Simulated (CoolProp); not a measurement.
Saturated liquid density (kg/m³) of ethanol: the reference equation beside estimates from Tc = 514.7 K, pc = 62.68 bar, ω = 0.644.

Values from CoolProp's reference Helmholtz-energy equation of state, Schroeder 2014.

```csv
T (K),reference,van der Waals,Redlich-Kwong,Soave-Redlich-Kwong,Peng-Robinson
320,765.9,409.7,601.4,651.4,733.4
327.4,759.3,405.4,594.0,645.1,726.7
334.9,752.4,401.0,586.3,638.5,719.6
342.4,745.3,396.4,578.3,631.6,712.2
349.8,738.2,391.8,570.2,624.5,704.5
357.3,730.7,387.1,561.8,616.9,696.3
364.8,723.0,382.2,553.1,608.9,687.7
372.2,715.1,377.2,544.2,600.7,678.8
379.7,706.7,372.0,534.9,592.0,669.3
387.2,698.0,366.6,525.3,582.8,659.2
394.6,689.0,361.2,515.5,573.3,648.7
```

Absolute difference from the reference over all 11 rows, mean and median: van der Waals 47.0 and 47.0 %, Redlich-Kwong 23.2 and 23.1 %, Soave-Redlich-Kwong 15.7 and 15.6 %, Peng-Robinson 4.8 and 4.7 %.
